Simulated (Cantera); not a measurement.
Charge: 1 mol Si2Cl6, 2.1 mol N2, 44 mol H2, at 0.160 bar.

Equilibrium computed with Cantera from the NASA thermochemical tables; the gas is ideal and each condensed phase is pure. Candidate condensed phases: NH4Cl, Si, Si3N4; 28 gas species. The feed counts by its element totals alone. Mutual solubility and eutectic melting of coexisting phases are not modelled. The tables' values for SiCl3, SiCl are old estimates; treat these amounts as uncertain. Gases not in the tables: Si2H6 and higher silanes. The numbers say what is thermodynamically allowed, not how fast it happens.

Q: At 1773 K, list the 5 most abundant gas species with their mole fractions, and the condensed phases.

A: H2 0.864, HCl 0.0772, N2 0.0352, SiCl2 0.0222, H 0.000661. Condensed: Si(l) + Si3N4(s).
